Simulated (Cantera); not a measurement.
A freely propagating, adiabatic, planar premixed flame of CH4 : O2 : N2 = 1 : 1.54 : 5.85 (molar parts), unburnt at 600 K and 2.50 bar; mixture-averaged transport, grid criteria slope 0.08 and curve 0.16, no radiation.

Model: GRI-Mech 3.0 (53 species, 325 reactions), integrated in Cantera. Burning velocities carry a grid error of a few per cent, more on coarse grids.

**Question.** What does this change do: inlet temperature 600 to 700 K?

**Answer.** 
| quantity | before | after |
|---|---|---|
| laminar burning velocity | 68.2 cm/s | 103 cm/s |
| thermal thickness | 0.206 mm | 0.174 mm |
| peak x(CH3) | 0.00347 | 0.00414 |
| peak x(H2O2) | 1.95e-5 | 1.65e-5 |
| peak x(C2H2) | 0.00116 | 0.00117 |
| peak x(C2H) | 2.01e-6 | 2.76e-6 |
